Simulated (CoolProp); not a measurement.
Computed with CoolProp (reference Helmholtz-energy equation of state, Schroeder 2014).

Question: Give the vapour pressure (kPa), vapour density (kg/m³), enthalpy of vaporisation (kJ/kg), liquid cp (kJ/(kg K)) of saturated ethanol at 325.9, 394.1 K.

Answer: 
```tsv
T (K)	p (kPa)	vapour density (kg/m³)	enthalpy of vaporisation (kJ/kg)	liquid cp (kJ/(kg K))
325.9	33.5	0.579	887	2.67
394.1	440	6.75	766	3.44
```
